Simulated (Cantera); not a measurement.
Gas mixture: 40.1 % N2, 32.5 % C2H4, 27.4 % C2H2, at 3900 Pa, frozen composition.

Cantera's kinetic-theory transport with the Lennard-Jones parameters of GRI-Mech 3.0, ideal gas; thermal conductivity in the multicomponent form. The composition is frozen, though it would react at the higher temperatures.

One state of this run: ρ (kg/m³) = 0.0198; cp (J/kg/K) = 1921; μ (µPa s) = 24.0; λ (mW/m/K) = 60.9; Pr = 0.758; D (cm²/s) CH3 = 19.8; D (cm²/s) CO2 = 14.2; D (cm²/s) H2 = 65.6. D: mixture-averaged diffusion coefficient of that species in the mixture.

**Question.** Which value of T (K) does it belong to?
(A) 1150
(B) 900
(C) 1650
(D) 650

**Answer.** D, 650
